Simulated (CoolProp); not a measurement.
Computed with CoolProp (reference Helmholtz-energy equation of state, Lemmon 2006). It is a short technical equation, of lower accuracy than the large ones.

### Question
For C2F6 (R116), give the phase and the cv (kJ/(kg K)), Joule-Thomson coefficient (K/MPa), conductivity (mW/(m K)) at 296.3 K and 101 kPa; 425 K and 101 kPa.

### Answer
- 296.3 K and 101 kPa: gas; cv 0.709, Joule-Thomson coefficient 8.40, conductivity 14.6
- 425 K and 101 kPa: gas; cv 0.878, Joule-Thomson coefficient 3.25, conductivity 24.7

Thermal conductivity comes from a separate model (Huber 2003), an estimate that may be off by 10 % or more.
